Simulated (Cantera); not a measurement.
**Silicon nitride deposition: SiHCl3 + N2**

Charge: 1 mol SiHCl3, 16 mol N2, held at 848 K and 0.300 bar.

Cantera equilibrium calculation (NASA polynomials, part measured and part estimated; ideal gas, pure solids and liquids). Candidate condensed phases: NH4Cl, Si, Si3N4; 28 gas species. N2 is the only nitrogen source here; it is nearly inert below about 1500 K, so the nitride shown seldom forms there in practice. Kinetics and transport are ignored.

```json
{
  "x(N2)": "0.916",
  "x(HCl)": "0.0440",
  "x(SiCl4)": "0.0327",
  "x(H2)": "0.00715",
  "x(SiHCl3)": "8.62e-6",
  "n(Si3N4(s))": "0.146 mol",
  "gas_amount": "17.15 mol",
  "log10 activity of Si(s) (absent)": "-9.15"
}
```
